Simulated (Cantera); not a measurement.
Charge: 1 mol B₂O₃, 0.091 mol O₂, held at 1348 K and 1.33 mbar.

Method: chemical equilibrium by Gibbs-energy minimisation in Cantera with the NASA 1993 tables (ideal gas, pure condensed phases). Candidate condensed phases: B, B₂O₃; 10 gas species. Kinetics and transport are ignored.

Base state: O₂ 0.999, B₂O₃ 0.000501, BO₂ 8.07e-5, O 1.12e-5 (mole fractions); condensed: B₂O₃(l).

**Question.** What changes in the equilibrium state with this change: temperature from 1348 K to 1825 K?

**Answer.** 
```
species         before     after
------------  --------  --------
B₂O₃          0.000501     0.886
O₂               0.999    0.0716
BO₂            8.07e-5    0.0416
BO               <1e-9  0.000168
O              1.12e-5   0.00113
B₂O₃(l), mol     1.000         0
```
